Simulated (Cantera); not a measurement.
An isothermal, constant-pressure homogeneous reactor starts with NH3 : H2 = 1 : 0.64 (molar parts), at 1573 K and 44.3 Torr.

Model: the gas-phase N/H chemistry of the illustrative SiF4/NH3 mechanism in the Surface Chemkin manual (1991), integrated in Cantera. Walls and surfaces, which speed up NH3 decomposition in real reactors, are not modelled.

x: mole fraction; the columns are a selection and need not sum to one.

| t (s) | x NH3 | x H2 | x H | x N | x N2H2 | x N2 |
|---|---|---|---|---|---|---|
| 2.00e-6 | 0.610 | 0.390 | 1.66e-9 | <1e-12 | <1e-12 | <1e-12 |
| 8.76e-6 | 0.610 | 0.390 | 5.22e-9 | <1e-12 | <1e-12 | <1e-12 |
| 3.84e-5 | 0.610 | 0.390 | 1.80e-8 | <1e-12 | <1e-12 | <1e-12 |
| 0.000168 | 0.610 | 0.390 | 7.37e-8 | <1e-12 | <1e-12 | <1e-12 |
| 0.000737 | 0.610 | 0.390 | 3.18e-7 | <1e-12 | 4.42e-11 | 2.05e-11 |
| 0.00323 | 0.610 | 0.390 | 1.39e-6 | 2.75e-12 | 1.45e-9 | 4.67e-9 |
| 0.0141 | 0.610 | 0.390 | 6.03e-6 | 2.28e-10 | 3.30e-8 | 5.45e-7 |
| 0.0620 | 0.610 | 0.390 | ? | ? | ? | ? |
| 0.271 | 0.608 | 0.392 | 2.39e-5 | 1.28e-8 | 6.03e-7 | ? |
| 1.19 | 0.600 | 0.397 | 2.43e-5 | 1.28e-8 | 5.90e-7 | 0.00292 |
| 5.21 | 0.569 | 0.418 | 2.61e-5 | 1.30e-8 | 5.40e-7 | 0.0127 |
| 22.8 | 0.457 | 0.495 | 3.31e-5 | 1.33e-8 | 3.81e-7 | 0.0473 |
| 100 | 0.219 | 0.659 | 5.49e-5 | 1.29e-8 | 1.25e-7 | 0.121 |

**Question.** Some entries are withheld; supply them.

**Answer.** 
- 0.0620, x H: 2.07e-5
- 0.0620, x N: 8.57e-9
- 0.0620, x N2H2: 4.49e-7
- 0.0620, x N2: 4.58e-5
- 0.271, x N2: 0.000573
